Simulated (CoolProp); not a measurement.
A simple Rankine cycle with sulfur dioxide: condensing at 333.15 K, boiler at 4.02 MPa, turbine inlet 396.9 K, turbine efficiency 0.85, pump efficiency 0.7, no recuperator. Each further row changes one setting.

Model: reference Helmholtz-energy equation of state, Gao 2016, in CoolProp.

| case | thermal efficiency (%) | net work (kJ/kg) | heat in (kJ/kg) | turbine exit temperature (K) | volume ratio over the turbine |
|---|---|---|---|---|---|
| as stated | 10.7 | ? | 318 | 333.1 | 3.45 |
| turbine inlet 416.9 K | ? | ? | 344 | 333.1 | 3.20 |
| condensing temperature 325.15 K | 12.1 | 40.0 | ? | 325.1 | ? |
| boiler pressure 2.81 MPa | 8.4 | ? | 343 | 333.1 | 2.27 |
| turbine efficiency 0.75 | 9.4 | 29.8 | 318 | 333.1 | 3.51 |

Fill in the missing entries.


- as stated, net work (kJ/kg): 34.2
- turbine inlet 416.9 K, thermal efficiency (%): 11.1
- turbine inlet 416.9 K, net work (kJ/kg): 38.1
- condensing temperature 325.15 K, heat in (kJ/kg): 330
- condensing temperature 325.15 K, volume ratio over the turbine: 4.22
- boiler pressure 2.81 MPa, net work (kJ/kg): 28.8

The expansion ends wet for: as stated; turbine inlet 416.9 K; condensing temperature 325.15 K; boiler pressure 2.81 MPa; turbine efficiency 0.75.
